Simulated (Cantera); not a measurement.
## Equilibrium for halide evaporation, hydrolysis and transport: CaF2 + H2

A closed system holds: 1 mol CaF2, 0.18 mol H2, held at 1277 °C and 1.00 Torr.

These are equilibrium values from Cantera (NASA tables, ideal gas, pure condensed phases), not measurements of a reactor. Candidate condensed phases: Ca, CaF2; 15 gas species. Kinetics and transport are ignored.

| Quantity | Value |
|---|---|
| x(H2) | 0.991 |
| x(CaF2) | 0.00456 |
| x(HF) | 0.00196 |
| x(H) | 0.000859 |
| x(CaF) | 0.000744 |
| x(Ca) | 0.000608 |
| n(CaF2(s)) | 0.999 mol |
| gas amount | 0.1813 mol |
| log10 activity of Ca(l) (absent) | -5.44 |
